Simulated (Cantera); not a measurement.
# Low-pressure radical oxidation in H2/O2

A perfectly stirred reactor is fed with 27.0 % H2, 73.0 % O2, equivalence ratio 0.18, at 0.0263 atm; it is held at 900 K, and followed from long to short residence time.

Detailed kinetics in Cantera: GRI-Mech 3.0 (53 species, 325 reactions). Radical loss at walls, strong at low pressure, is not modelled. Below about 950 K walls govern HO2 and H2O2 in real vessels. The temperature is held fixed by assumption; the heat of reaction is taken as removed at once.

```tsv
τ (s)	x H2	x O2	x OH	x H	x O
4.1	0.00195	0.688	0.000112	1.88e-5	0.000122
0.82	0.00471	0.688	0.000225	9.37e-5	0.000325
0.16	0.0110	0.688	0.000482	0.000475	0.000827
0.033	0.0241	0.689	0.00101	0.00224	0.00196
0.0066	0.0520	0.688	0.00203	0.0102	0.00454
0.0013	0.110	0.687	0.00319	0.0340	0.00901
0.00027	0.228	0.713	0.00159	0.0200	0.00525
```
x: mole fraction; the columns are a selection and need not sum to one.
